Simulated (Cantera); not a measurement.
Feed: 1 mol SiC, 0.37 mol O2, 9.2 mol N2, held at 30.0 Torr.

Cantera equilibrium calculation (NASA polynomials, part measured and part estimated; ideal gas, pure solids and liquids). Candidate condensed phases: C, Si, SiC, SiO2, Si2N2O, Si3N4; 34 gas species. N2 is the only nitrogen source here; it is nearly inert below about 1500 K, so the nitride shown seldom forms there in practice. Mutual solubility and eutectic melting of coexisting phases are not modelled. Kinetics and transport are ignored.

**Question.** What share of the Si ends up in condensed phases as a function of T (K), at 923, 1023, 1123, 1223, 1323, 1423, 1523, 1623, 1723, 1823, 1923, 2023, 2123, 2223?

**Answer.** 
| T (K) | Si condensed (%) | as |
|---|---|---|
| 923 | 100.0 | SiO2(β-quartz) + Si2N2O(s) |
| 1023 | 100.0 | SiO2(β-quartz) + Si2N2O(s) |
| 1123 | 100.0 | Si2N2O(s) |
| 1223 | 100.0 | Si2N2O(s) |
| 1323 | 100.0 | Si2N2O(s) |
| 1423 | 100.0 | Si2N2O(s) |
| 1523 | 100.0 | Si2N2O(s) |
| 1623 | 99.7 | SiC(s) + Si2N2O(s) |
| 1723 | 97.6 | SiC(s) + Si2N2O(s) |
| 1823 | 82.4 | SiC(s) + Si2N2O(s) |
| 1923 | 62.9 | SiC(s) |
| 2023 | 62.5 | SiC(s) |
| 2123 | 61.1 | SiC(s) |
| 2223 | 56.8 | SiC(s) |
